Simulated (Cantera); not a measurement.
An isothermal, constant-pressure homogeneous reactor starts with H₂ : O₂ : N₂ = 1.8 : 1 : 1.4 (molar parts), at 925 K and 43000 Pa.

Computed with Cantera and the H2/O2 subset of GRI-Mech 3.0, which has no nitrogen chemistry. Below about 950 K walls govern HO2 and H2O2 in real vessels. The temperature is held fixed by assumption; the heat of reaction is taken as removed at once.

x: mole fraction; the columns are a selection and need not sum to one.

| t (s) | x H₂ | x O₂ | x H₂O | x HO₂ | x O | x H₂O₂ | x OH |
|---|---|---|---|---|---|---|---|
| 0.000500 | 0.429 | 0.238 | 4.24e-6 | 2.89e-6 | [?] | 9.83e-9 | 3.20e-8 |
| 0.00103 | 0.253 | 0.153 | 0.222 | 0.000173 | [?] | 5.65e-6 | 0.000266 |
| 0.00213 | 0.230 | 0.142 | 0.253 | 7.61e-5 | [?] | 9.00e-5 | 1.41e-8 |
| 0.00440 | 0.230 | 0.142 | 0.253 | 3.54e-5 | 1.48e-8 | 0.000117 | 9.87e-9 |
| 0.00909 | 0.230 | 0.142 | 0.253 | 2.94e-5 | 1.55e-8 | 0.000132 | 1.02e-8 |
| 0.0188 | 0.230 | 0.142 | 0.253 | 3.16e-5 | [?] | 0.000158 | 1.23e-8 |
| 0.0387 | 0.229 | 0.141 | 0.254 | 3.68e-5 | [?] | 0.000219 | 1.77e-8 |
| 0.0800 | 0.228 | 0.141 | 0.255 | 4.70e-5 | [?] | 0.000374 | 3.25e-8 |
| 0.165 | 0.223 | 0.138 | 0.261 | 6.04e-5 | [?] | 0.000665 | 6.42e-8 |
| 0.341 | 0.207 | 0.130 | 0.281 | 6.45e-5 | [?] | 0.000797 | 8.31e-8 |
| 0.704 | 0.177 | 0.116 | 0.320 | 5.97e-5 | [?] | 0.000691 | 8.02e-8 |
| 1.45 | 0.130 | 0.0928 | 0.380 | 5.07e-5 | [?] | 0.000496 | 7.52e-8 |
| 3.00 | 0.0702 | 0.0642 | 0.456 | 3.72e-5 | [?] | 0.000262 | 7.15e-8 |

### Question
What belongs in the gaps?

### Answer

- 0.000500, x O: 1.17e-7
- 0.00103, x O: 0.000282
- 0.00213, x O: 1.89e-8
- 0.0188, x O: 1.83e-8
- 0.0387, x O: 2.53e-8
- 0.0800, x O: 4.27e-8
- 0.165, x O: 7.50e-8
- 0.341, x O: 8.85e-8
- 0.704, x O: 7.86e-8
- 1.45, x O: 6.52e-8
- 3.00, x O: 5.22e-8
